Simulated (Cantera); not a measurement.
Predominance diagram of Ca at 650 K against the partial pressures of O₂ and H₂O (log10, bar). Source: NASA polynomial tables (part measured, part estimated), evaluated in Cantera. Candidates: Ca(s), CaO(s), Ca(OH)₂(s). Only these pure phases compete in this equilibrium. 

```
log p(H₂O) \ log p(O₂)
        columns: -26, -24.8, -23.5, -22.3, -21, -19.8, -18.6, -17.3, -16.1, -14.9, -13.6, -12.4, -11.1, -9.9, -8.7, -7.4, -6.2, -5, -3.7, -2.5, -1.2, 0
      1  A A A A A A A A A A A A A A A A A A A A A A
   -1.4  A A A A A A A A A A A A A A A A A A A A A A
   -3.8  B B B B B B B B B B B B B B B B B B B B B B
   -6.2  B B B B B B B B B B B B B B B B B B B B B B
   -8.7  B B B B B B B B B B B B B B B B B B B B B B
  -11.1  B B B B B B B B B B B B B B B B B B B B B B
  -13.5  B B B B B B B B B B B B B B B B B B B B B B
  -15.9  B B B B B B B B B B B B B B B B B B B B B B
  -18.3  B B B B B B B B B B B B B B B B B B B B B B
  -20.8  B B B B B B B B B B B B B B B B B B B B B B
  -23.2  B B B B B B B B B B B B B B B B B B B B B B
  -25.6  B B B B B B B B B B B B B B B B B B B B B B
    -28  B B B B B B B B B B B B B B B B B B B B B B
```

A: Ca(OH)₂(s); B: CaO(s).
